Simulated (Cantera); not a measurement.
Input: 1 mol Al(CH3)3, 33 mol N2, equilibrated at 3.75 Torr.

These are equilibrium values from Cantera (NASA tables, ideal gas, pure condensed phases), not measurements of a reactor. Candidate condensed phases: Al, AlN, C, C6H6, C7H8, C8H18; 97 gas species. The feed counts by its element totals alone. Kinetics and transport are ignored.

### Question
Which condensed phases are stable at each of these points (T (°C)): 377, 577, 777, 977, 1177, 1377, 1577, 1777?

### Answer
| T (°C) | condensed phases | Al condensed (%) |
|---|---|---|
| 377 | AlN(s) + C(graphite) | 100.0 |
| 577 | AlN(s) + C(graphite) | 100.0 |
| 777 | AlN(s) + C(graphite) | 100.0 |
| 977 | AlN(s) + C(graphite) | 100.0 |
| 1177 | AlN(s) + C(graphite) | 100.0 |
| 1377 | AlN(s) + C(graphite) | 99.9 |
| 1577 | AlN(s) + C(graphite) | 89.3 |
| 1777 | C(graphite) | 0.0 |

From 377 °C to 1577 °C the condensed part is AlN(s) + C(graphite). At 1777 °C the condensed part is C(graphite).
